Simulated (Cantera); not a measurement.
An isothermal, constant-pressure homogeneous reactor starts with CH₄ : N₂ = 1 : 9.6 (molar parts), at 1925 K and 0.290 bar. Integrator tolerance rtol = 1e-08.

Cantera simulation using GRI-Mech 3.0 (53 species, 325 reactions); the numbers are that mechanism's predictions, not measurements. GRI-Mech 3.0 stops at C3 and has no aromatics, soot or wall deposition, so with more carbon than oxygen in the feed, carbon stays in small species such as C2H2 where larger ones or solid carbon would form.

What does this change do: pressure from 0.290 bar to 0.0540 bar?


```tsv
quantity	before	after
x(CH₄) at 3.00 s	6.24e-5 (gas-phase equilibrium 3.49e-5)	7.23e-6 (gas-phase equilibrium 6.47e-6)
x(HCN) at 3.00 s	0.000124 (gas-phase equilibrium 0.0632)	0.000137 (gas-phase equilibrium 0.0632)
x(H) at 3.00 s	0.000642 (gas-phase equilibrium 0.000642)	0.00148 (gas-phase equilibrium 0.00149)
x(C₂H₄) at 3.00 s	1.66e-5 (gas-phase equilibrium 4.44e-6)	3.09e-6 (gas-phase equilibrium 8.25e-7)
x(C₂H₂) at 3.00 s	0.0430 (gas-phase equilibrium 0.0115)	0.0430 (gas-phase equilibrium 0.0115)
x(CH₂) at 3.00 s	3.80e-8 (gas-phase equilibrium 2.13e-8)	2.37e-8 (gas-phase equilibrium 2.12e-8)
x(C₂H) at 3.00 s	3.07e-6 (gas-phase equilibrium 8.19e-7)	7.12e-6 (gas-phase equilibrium 1.90e-6)
```

What does this change do: pressure from 0.290 bar to 0.00430 bar?


```json
[
 {"quantity": "x(CH₄) at 3.00 s", "before": "6.24e-5 (gas-phase equilibrium 3.49e-5)", "after": "3.86e-5 (gas-phase equilibrium 5.02e-7)"},
 {"quantity": "x(HCN) at 3.00 s", "before": "0.000124 (gas-phase equilibrium 0.0632)", "after": "0.000127 (gas-phase equilibrium 0.0630)"},
 {"quantity": "x(H) at 3.00 s", "before": "0.000642 (gas-phase equilibrium 0.000642)", "after": "0.00273 (gas-phase equilibrium 0.00522)"},
 {"quantity": "x(C₂H₄) at 3.00 s", "before": "1.66e-5 (gas-phase equilibrium 4.44e-6)", "after": "3.42e-7 (gas-phase equilibrium 6.44e-8)"},
 {"quantity": "x(C₂H₂) at 3.00 s", "before": "0.0430 (gas-phase equilibrium 0.0115)", "after": "0.0429 (gas-phase equilibrium 0.0115)"},
 {"quantity": "x(CH₂) at 3.00 s", "before": "3.80e-8 (gas-phase equilibrium 2.13e-8)", "after": "4.29e-7 (gas-phase equilibrium 2.10e-8)"},
 {"quantity": "x(C₂H) at 3.00 s", "before": "3.07e-6 (gas-phase equilibrium 8.19e-7)", "after": "1.31e-5 (gas-phase equilibrium 6.78e-6)"}
]
```
Radical loss at walls, strong at low pressure, is not modelled.
